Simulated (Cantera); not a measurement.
What does this Cantera script print?

```python
import numpy as np
import cantera as ct

gas_names = """
    NbO2 NH3 NO2 H2O
""".split()
cond_names = """
    Nb(cr) Nb(L)
""".split()


# ... load() reads the species with a 1 bar reference pressure and builds the phases ...
species = {s.name: s for s in load("nasa_gas.yaml", gas_names) + load("nasa_condensed.yaml", cond_names)}
# Each term lists the table entries of one substance; the one whose range holds T is used.
reactions = {
    '7 NbO2(g) + 4 NH3(g) = 4 NO2(g) + 7 Nb + 6 H2O(g)':
        [(-7, ['NbO2']), (-4, ['NH3']), (4, ['NO2']), (7, ['Nb(cr)', 'Nb(L)']), (6, ['H2O'])],
}


def pick(names, T):
    return next(species[n] for n in names if species[n].thermo.min_temp <= T <= species[n].thermo.max_temp)


results = []
for label, terms in reactions.items():
    print(label)
    print("     T/K   dH/kJ  dS/(J/K)   dG/kJ   log10 K")
    for T in [350, 450, 550, 650, 750, 850]:
        used = [(nu, pick(names, T)) for nu, names in terms]
        dH = sum(nu * s.thermo.h(T) for nu, s in used) / 1e6
        dS = sum(nu * s.thermo.s(T) for nu, s in used) / 1e3
        dG = dH - T * dS / 1e3
        logK = -dG * 1e6 / (ct.gas_constant * T * np.log(10))
        results.append((label, T, dH, dS, dG, logK, [s.name for _, s in used]))
        print(f"{T:8g} {dH:8.1f} {dS:8.1f} {dG:8.1f} {logK:8.2f}")
```

Output:

```
7 NbO2(g) + 4 NH3(g) = 4 NO2(g) + 7 Nb + 6 H2O(g)
     T/K   dH/kJ  dS/(J/K)   dG/kJ   log10 K
     350    273.2   -321.5    385.7   -57.56
     450    279.1   -306.6    417.0   -48.41
     550    283.8   -297.0    447.2   -42.47
     650    287.9   -290.2    476.5   -38.29
     750    291.7   -284.8    505.3   -35.19
     850    295.5   -280.0    533.5   -32.79
```

Source: NASA polynomial tables (part measured, part estimated), evaluated in Cantera. Condensed species are held in their standard states even where they would react or evaporate.
